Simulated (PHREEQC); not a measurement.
Solution (90 °C): 87 mmol/kgw KOH and 0.0038 mmol/kgw H4SiO4. Closed to the air; pH follows from the charge balance.

The numbers come from PHREEQC with the ion-association model, wateq4f.dat.

Each row changes one thing in this solution. Precipitation was switched off in this run.

| case | pH | H3SiO4- (mol/kgw) | H4SiO4 (mol/kgw) | SI of Quartz (SiO2) |
|---|---|---|---|---|
| as made | 11.24 | 2.61e-6 | 1.60e-8 | -4.59 |
| KOH left out | 6.21 | 4.28e-9 | 3.80e-6 | -2.23 |
| KOH from 0.087 to 0.0174 mol/kgw | 10.60 | 3.44e-6 | 1.06e-7 | -3.78 |
| 0.097 mol/kgw NaCl added | 11.21 | 2.53e-6 | 1.52e-8 | -4.60 |
| temperature from 90 to 30 °C | 12.67 | 2.06e-6 | 1.94e-9 | -4.79 |
| KOH from 0.087 to 0.87 mol/kgw | … | 5.46e-7 | 2.81e-10 | -6.24 |
| temperature from 90 to 15 °C | 13.18 | 1.92e-6 | 9.64e-10 | -4.87 |
| diluted 100-fold with water | 9.35 | 2.34e-8 | 1.45e-8 | … |

Problem. Fill in the missing entries.

Solution. 
- KOH from 0.087 to 0.87 mol/kgw, pH: 12.12
- diluted 100-fold with water, SI of Quartz (SiO2): -4.64

The ionic strength passes 0.7 mol/kgw, the rough limit of the ion-association models, in KOH from 0.087 to 0.87 mol/kgw. At this temperature some constants are extrapolated from 25 °C, and those without enthalpy data are left unchanged.
